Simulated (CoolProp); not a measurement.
Vapour-liquid equilibrium of R22 (1) + n-pentane (2) at 304.4 K; x and y are mole fractions of (1).

Model: multi-fluid Helmholtz-energy mixture model, Kamei 1995 and Thol 2019; pair parameters Bell 2016, in CoolProp.

| x | bubble pressure (bar) | y at the bubble point | dew pressure at overall composition x (bar) | liquid density (mol/L) |
|---|---|---|---|---|
| 0.05 | 1.822 | 0.535 | 0.9024 | 8.689 |
| 0.125 | 3.170 | 0.741 | 0.9794 | 8.947 |
| 0.2 | 4.372 | 0.818 | 1.070 | 9.216 |
| 0.275 | 5.422 | 0.859 | 1.180 | 9.498 |
| 0.35 | 6.328 | 0.884 | 1.314 | 9.794 |
| 0.425 | 7.112 | 0.902 | 1.481 | 10.11 |
| 0.5 | 7.804 | 0.915 | 1.697 | 10.44 |
| 0.575 | 8.434 | 0.927 | 1.986 | 10.79 |
| 0.65 | 9.036 | 0.938 | 2.392 | 11.16 |
| 0.725 | 9.640 | 0.948 | 3.002 | 11.57 |
| 0.8 | 10.28 | 0.960 | 4.017 | 12.02 |
| 0.875 | 10.97 | 0.973 | 5.970 | 12.52 |
| 0.95 | 11.74 | 0.988 | 9.746 | 13.07 |

No azeotrope shows between x = 0.05 and 0.95.

The pair parameters rest on a limited set of measurements; away from them the model extrapolates.
